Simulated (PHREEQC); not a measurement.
Dissolve 0.024 mol/kgw KHCO3 and 0.0033 mol/kgw Na2SO4 at 25 °C. Closed to the air; pH follows from the charge balance.

Equilibrium calculation in PHREEQC: ion-association model, wateq4f.dat.

No solid was allowed to form.

Task: Predict the pH.

Result: pH 8.18.

Task: In which forms is K present?

Result: K+ 99 %, KSO4- 1.1 % of the K.
